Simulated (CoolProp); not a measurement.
The numbers come from the reference Helmholtz-energy equation of state, Lemmon 2006 in CoolProp. It is a short technical equation, of lower accuracy than the large ones.

Task: Give the vapour pressure (kPa), liquid density (kg/m³), enthalpy of vaporisation (kJ/kg), vapour Z of saturated acetone at 29.65, 94.55 °C.

Result: 
```csv
T (°C),p (kPa),liquid density (kg/m³),enthalpy of vaporisation (kJ/kg),vapour Z
29.65,37.4,779,529,0.971
94.55,323,701,456,0.895
```
